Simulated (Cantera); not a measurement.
A perfectly stirred reactor is fed with CH4 : CO2 = 1 : 0.49 (molar parts), at 5.00 bar; it is held at 1998 K, and followed from long to short residence time.

Computed with Cantera and GRI-Mech 3.0 (53 species, 325 reactions). GRI-Mech 3.0 stops at C3 and has no aromatics, soot or wall deposition, so with more carbon than oxygen in the feed, carbon stays in small species such as C2H2 where larger ones or solid carbon would form.

| quantity | before | after |
|---|---|---|
| x(CH4) at τ = 2.00 s | 0.00998 | 0.00361 |
| x(CO2) at τ = 2.00 s | 0.000165 | 0.000476 |
| x(CH3) at τ = 2.00 s | 0.000187 | 0.000234 |
| x(H) at τ = 2.00 s | 0.000547 | 0.00190 |
| x(O) at τ = 2.00 s | 3.69e-11 | 1.21e-9 |
| x(CH4) at τ = 15.0 ms | 0.0312 | 0.0369 |
| x(CO2) at τ = 15.0 ms | 0.0107 | 0.0234 |
| x(CH3) at τ = 15.0 ms | 0.000616 | 0.00227 |
| x(H) at τ = 15.0 ms | 0.000503 | 0.00147 |
| x(O) at τ = 15.0 ms | 1.79e-9 | 2.38e-8 |

### Question
Which change was made?
(A) pressure from 5.00 bar to 0.410 bar
(B) pressure from 5.00 bar to 0.110 bar
(C) temperature 1998 to 2175 K
(D) CO2 0.49 to 0.12 parts

### Answer
A, pressure from 5.00 bar to 0.410 bar
